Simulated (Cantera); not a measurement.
An adiabatic, constant-pressure homogeneous reactor starts with 3.83 % CH4, 0.728 % H2, 19.6 % O2, 73.6 % N2, 2.26 % H2O, equivalence ratio 0.41, at 1673 K and 1.00 bar.

Computed with Cantera and GRI-Mech 3.0 (53 species, 325 reactions).

Q: Predict: time of steepest temperature rise; temperature at 4.00 s; equilibrium temperature; x(H2) at 4.00 s; x(O2) at 4.00 s; x(NO) at 4.00 s; x(H) at 4.00 s.

A: 
- time of steepest temperature rise: 0.148 ms
- temperature at 4.00 s: 2402 K
- equilibrium temperature: 2402 K
- x(H2) at 4.00 s: 0.00112 (gas-phase equilibrium 0.00112)
- x(O2) at 4.00 s: 0.107 (gas-phase equilibrium 0.107)
- x(NO) at 4.00 s: 0.0132 (gas-phase equilibrium 0.0132)
- x(H) at 4.00 s: 0.000543 (gas-phase equilibrium 0.000543)
